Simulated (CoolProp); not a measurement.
A Linde-Hampson liquefier for dry air: isothermal reversible compression at 300 K from 1 atm to 5 MPa, throttling to 1 atm, return gas leaving the recuperator 2 K below the feed. Each further row changes one setting.

The numbers come from the reference Helmholtz-energy equation of state, Lemmon 2000 in CoolProp. It is a pseudo-pure fit of the blend.

```
case                        liquid yield per pass  compression work (kJ/kg of gas)
--------------------------  ---------------------  -------------------------------
as stated                                   0.020                              335
high pressure 10 MPa                        0.043                              394
warm-end temperature 330 K                  0.014                              369
warm-end gap 7 K                            0.008                              335
```
